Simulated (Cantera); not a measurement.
A closed system holds: 1 mol CuF₂, 0.84 mol H₂, equilibrated at 0.00150 bar.

Method: chemical equilibrium by Gibbs-energy minimisation in Cantera with the NASA 1993 tables (ideal gas, pure condensed phases). Candidate condensed phases: Cu, CuF₂; 15 gas species. Mutual solubility and eutectic melting of coexisting phases are not modelled. The numbers say what is thermodynamically allowed, not how fast it happens.

log p: log10 of the partial pressure in bar; n: condensed amount in mol.

| T (K) | log p HF | log p Cu | log p CuF | log p CuF₂ | log p F | log p H | n Cu(s) | n CuF₂(s) | n Cu(l) |
|---|---|---|---|---|---|---|---|---|---|
| 648 | -2.82 | <-14 | -11.94 | -12.28 | <-14 | <-14 | 0.840 | 0.160 | 0 |
| 848 | -2.82 | -13.93 | -7.19 | -7.31 | -14.39 | <-14 | 0.840 | 0.160 | 0 |
| 1048 | -2.85 | -10.01 | -4.30 | -4.32 | -10.33 | <-14 | 0.810 | 0.0725 | 0 |
| 1248 | -2.90 | -7.36 | -3.66 | -4.91 | -8.87 | ? | 0.696 | 0 | 0 |
| 1448 | -2.90 | -5.48 | -3.62 | -6.14 | -8.19 | ? | 0 | 0 | 0.677 |
| 1648 | -2.92 | -4.10 | -3.64 | -7.12 | -7.68 | ? | 0 | 0 | 0.568 |
| 1848 | -3.03 | -3.42 | -3.74 | -7.65 | -6.96 | ? | 0 | 0 | 0 |
| 2048 | -3.03 | -3.42 | -3.75 | -7.39 | -5.76 | ? | 0 | 0 | 0 |

Q: Complete the blanks.

A: 
- 1248, log p H: -12.19
- 1448, log p H: -9.51
- 1648, log p H: -7.48
- 1848, log p H: -6.29
- 2048, log p H: -5.87
